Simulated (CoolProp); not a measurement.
A Linde-Hampson liquefier for oxygen: isothermal reversible compression at 230 K from 1 atm to 25 MPa, throttling to 1 atm, return gas leaving the recuperator 10 K below the feed. Each further row changes one setting.

Values from CoolProp's reference Helmholtz-energy equation of state, Schmidt 1985.

```json
[
 {"case": "as stated", "liquid yield per pass": "…", "compression work (kJ/kg of gas)": "307"},
 {"case": "high pressure 50 MPa", "liquid yield per pass": "…", "compression work (kJ/kg of gas)": "…"},
 {"case": "warm-end temperature 260 K", "liquid yield per pass": "…", "compression work (kJ/kg of gas)": "…"},
 {"case": "warm-end gap 15 K", "liquid yield per pass": "…", "compression work (kJ/kg of gas)": "307"}
]
```

Problem. Complete the blanks.

Solution. 
- as stated, liquid yield per pass: 0.235
- high pressure 50 MPa, liquid yield per pass: 0.273
- high pressure 50 MPa, compression work (kJ/kg of gas): 347
- warm-end temperature 260 K, liquid yield per pass: 0.163
- warm-end temperature 260 K, compression work (kJ/kg of gas): 357
- warm-end gap 15 K, liquid yield per pass: 0.224
